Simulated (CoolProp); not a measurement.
Values from CoolProp's reference Helmholtz-energy equation of state, Tillner-Roth 1994.

Question: Give the vapour pressure (kPa), vapour density (kg/m³), enthalpy of vaporisation (kJ/kg), surface tension (mN/m) of saturated R134a at -23.15, 31.05 °C.

Answer: 
```csv
T (°C),p (kPa),vapour density (kg/m³),enthalpy of vaporisation (kJ/kg),surface tension (mN/m)
-23.15,116,5.95,215,14.8
31.05,794,38.7,172,7.25
```

Surface tension comes from a separate correlation (Mulero 2012).
